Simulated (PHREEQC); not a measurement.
A PHREEQC input (ion-association model, wateq4f.dat):

```
SOLUTION 1
  temp 42
  units mg/L
  pH 6.01
  pe 1.2
  Na 0.0203
  K 0.00166
  Ca 0.00723
  Mg 0.00418
  Cl 0.0132
  S(6) 0.00605 as SO4
  Alkalinity 0.0661 as HCO3 charge
  Si 9.55e-05 as SiO2
END
USE solution 1
EQUILIBRIUM_PHASES 1
  Quartz 0 0.5
  Chalcedony 0 0
  CO2(g) -3.4 10
END
```

It stops with these messages:

```
ERROR: Alkalinity cannot be used with charge balance or solution phase boundary constraints.
ERROR: Program terminating due to input errors.
```

The fault: charge balance asked on alkalinity. The line should read `as HCO3` where the input has `as HCO3 charge`. With the mend the run ends at pH 5.77 and ionic strength 3.72e-6 mol/kgw.
